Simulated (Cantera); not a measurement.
A Cantera script and what it prints.

```python
import numpy as np
import cantera as ct

gas_names = """
    C CN CO CO2 C2 CCN CNC C2N2 C2O C3 C3O2 C4 C4N2 C5 N NCO NO NO2 NO3 N2 N2O O O2 O3 Pb PbO Pb2
""".split()
cond_names = """
    C(gr) Pb(cr) Pb(L) PbO(rd) PbO(yw) PbO(L) PbO2(s) Pb3O4(s)
""".split()


def load(file, names, dense=False):
    # The tables refer to 1 bar. Condensed volumes are neglected.
    table = {s.name: s for s in ct.Species.list_from_file(file)}
    out = []
    for n in names:
        d = dict(table[n].input_data)
        d["thermo"] = dict(d["thermo"], **{"reference-pressure": 1e5})
        if dense:
            d["equation-of-state"] = {"model": "constant-volume", "density": "1e6 g/cm^3"}
        out.append(ct.Species.from_dict(d))
    return out


gas = ct.Solution(thermo="ideal-gas", species=load("nasa_gas.yaml", gas_names))
cond = {s.name: ct.Solution(thermo="fixed-stoichiometry", species=[s], name=s.name)
        for s in load("nasa_condensed.yaml", cond_names, dense=True)}
atoms = {
    'PbO': {'Pb': 1, 'O': 1},
    'CO': {'C': 1, 'O': 1},
    'N2': {'N': 2},
}
top_T = {'C(gr)': 4500, 'Pb3O4(s)': 820}  # K; cautious upper limits of use, not melting points


def equilibrate(T, P, feed):
    n = {}
    for name, mol in feed.items():
        for a, k in atoms[name].items():
            n[a] = n.get(a, 0.0) + k * mol
    gas.TPX = T, P, n
    mass = sum(n.values()) * gas.mean_molecular_weight
    gas.equilibrate("TP")
    valid = [c for c in cond.values() if c.min_temp <= T <= top_T.get(c.name, c.max_temp)]
    mix = ct.Mixture([(gas, mass / gas.mean_molecular_weight)] + [(c, 0.0) for c in valid])
    mix.T, mix.P = T, P
    mix.equilibrate("TP", solver="vcs", rtol=1e-11, max_steps=5000)
    return mix


results = []
T = 1623  # K
P = 2100  # Pa
for m in [0.57, 0.76, 1, 1.4, 1.9, 2.5, 3.3, 4.5, 6.1]:
    feed = {'PbO': 1, 'CO': m, 'N2': 41}  # mol
    mix = equilibrate(T, P, feed)
    results.append((T, P, feed, dict(zip(mix.species_names, mix.species_moles))))

top = {s: max(r[3][s] / sum(r[3][g] for g in gas_names) for r in results) for s in gas_names}
cols = sorted((s for s in top if top[s] > 1e-06), key=lambda s: -top[s])[:9]
seen = [c for c in cond_names if any(r[3].get(c, 0) > 1e-12 for r in results)]
print("log10 of partial pressures in bar; condensed amounts in mol")
print(f"{'n(CO)':>10s}" + "".join(f"{s[:9]:>10s}" for s in cols + seen))
for T, P, feed, n in results:
    ng = sum(n[g] for g in gas_names)
    print(f"{feed['CO']:10.4g}" + "".join(f"{np.log10(max(n[s] / ng * P / 1e5, 1e-99)):10.3f}" for s in cols)
          + "".join(f"{n.get(c, 0):10.4g}" for c in seen))
```

It prints:

```
log10 of partial pressures in bar; condensed amounts in mol
     n(CO)        N2        CO        Pb       CO2       PbO        O2        NO         O
      0.57    -1.695    -5.829    -3.476    -3.554    -3.801    -4.592    -5.424    -7.017
      0.76    -1.696    -5.456    -3.411    -3.432    -3.987    -5.094    -5.675    -7.268
         1    -1.698    -4.624    -3.332    -3.333    -4.641    -6.561    -6.410    -8.001
       1.4    -1.702    -3.706    -3.318    -3.318    -5.529    -8.365    -7.314    -8.903
       1.9    -1.707    -3.365    -3.321    -3.321    -5.878    -9.055    -7.662    -9.249
       2.5    -1.713    -3.150    -3.327    -3.327    -6.104    -9.496    -7.885    -9.469
       3.3    -1.721    -2.972    -3.334    -3.334    -6.296    -9.867    -8.074    -9.654
       4.5    -1.732    -2.801    -3.346    -3.346    -6.490   -10.231    -8.262    -9.836
       6.1    -1.747    -2.652    -3.360    -3.360    -6.668   -10.557    -8.433   -10.000
```

Equilibrium computed with Cantera from the NASA thermochemical tables; the gas is ideal and each condensed phase is pure. Gases not in the tables: (PbO)n polymers.
